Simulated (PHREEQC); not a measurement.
Consider water at 50 °C with 0.0056 mol Zn(NO3)2 and 1.1e-05 mol H4SiO4 per kg of water. Closed to the air; pH follows from the charge balance.

Model: ion-association model, phreeqc.dat, run in PHREEQC.

The ionic strength comes out as 0.0168 mol/kgw. What activity coefficients do NO3-, ZnOH+, Zn+2, H+ get?

NO3- 0.87, ZnOH+ 0.87, Zn+2 0.59, H+ 0.89.

No solid was allowed to form. At this temperature some constants are extrapolated from 25 °C, and those without enthalpy data are left unchanged.
